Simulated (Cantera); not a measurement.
What does this Cantera script print?

```python
import numpy as np
import cantera as ct

gas = ct.Solution("gri30.yaml")


def delay(T, t_max=10):
    gas.TPX = T, 300000, {'CH3OH': 1, 'O2': 1, 'N2': 3.76, 'H2O': 0.31}
    reactor = ct.IdealGasConstPressureReactor(gas, clone=False)
    net = ct.ReactorNet([reactor])
    net.rtol, net.atol = 1e-8, 1e-16
    while net.time < t_max:
        t_old, T_old = net.time, reactor.T
        net.step()
        if reactor.T > T + 400:  # ignition: a rise of 400 K
            return t_old + (T + 400 - T_old) / (reactor.T - T_old) * (net.time - t_old)
    return np.nan


taus = []
for T in [1298, 1373, 1448, 1523, 1598, 1673, 1748]:
    taus.append(delay(T))
    print(f"T0 = {T:6g} K   tau = {taus[-1]:.4e} s")
```

Result:

```
T0 =   1298 K   tau = 6.7568e-04 s
T0 =   1373 K   tau = 2.5278e-04 s
T0 =   1448 K   tau = 1.0755e-04 s
T0 =   1523 K   tau = 5.1226e-05 s
T0 =   1598 K   tau = 2.6853e-05 s
T0 =   1673 K   tau = 1.5241e-05 s
T0 =   1748 K   tau = 9.2422e-06 s
```

Computed with Cantera and GRI-Mech 3.0 (53 species, 325 reactions). GRI-Mech 3.0 was tuned for natural gas; its chemistry of methanol as a main component is partial and can be far from experiment.
